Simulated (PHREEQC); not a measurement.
Consider water at 35 °C with 0.22 mol HF, 0.017 mol NH4HF2 and 0.00026 mol H2SO4 per kg of water. Closed to the air; pH follows from the charge balance.

All values are PHREEQC results (ion-association model, wateq4f.dat), not measurements.

```json
[
 {"quantity": "pH", "before": "2.20", "after": "2.07"},
 {"quantity": "ionic strength (mol/kgw)", "before": "0.0244", "after": "0.0269"},
 {"quantity": "HF (mol/kgw)", "before": "0.145", "after": "0.192"},
 {"quantity": "H2F2 (mol/kgw)", "before": "0.0382", "after": "0.0670"},
 {"quantity": "F- (mol/kgw)", "before": "0.0149", "after": "0.0147"},
 {"quantity": "HF2- (mol/kgw)", "before": "0.00890", "after": "0.0117"}
]
```

**Question.** Name the change that produced these shifts.
A. 0.011 mol/kgw KHSO4 added
B. HF from 0.22 to 0.33 mol/kgw
C. NH4HF2 replaced by (NH4)2HPO4 at the same molality
D. H2SO4 from 0.00026 to 0.000234 mol/kgw
E. NH4HF2 from 0.017 to 0.0255 mol/kgw

**Answer.** B, HF from 0.22 to 0.33 mol/kgw

This is a speciation only: nothing precipitates in the calculation. wateq4f.dat counts part of the HF as a dimer, H2F2, which phreeqc.dat doesn't know; its constant is uncertain.
